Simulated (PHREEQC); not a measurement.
Make-up at 25 °C: 0.024 mol HF, 0.025 mol NaOH and 0.0024 mol KCl per kg of water. It is in equilibrium with CO2 at log p = -3.4 (atm). Otherwise closed; pH follows from the charge balance.

All values are PHREEQC results (ion-association model, phreeqc.dat), not measurements.

```
quantity                    before     after
------------------------  --------  --------
pH                            8.14      8.20
ionic strength (mol/kgw)    0.0272    0.0272
HCO3- (mol/kgw)           0.000964  0.000950
CO2 (mol/kgw)              1.35e-5   1.05e-5
HF (mol/kgw)               2.18e-7   2.28e-7
HF2- (mol/kgw)             1.99e-8   2.22e-8
SI of Sylvite (KCl)          -6.28     -6.33
```

**Question.** Name the change that produced these shifts.
A) temperature from 25 to 35 °C
B) NaOH replaced by NaBr at the same molality
C) NaOH left out
D) NaOH replaced by NaHS at the same molality
E) diluted 10-fold with water

**Answer.** A, temperature from 25 to 35 °C

This is a speciation only: nothing precipitates in the calculation.
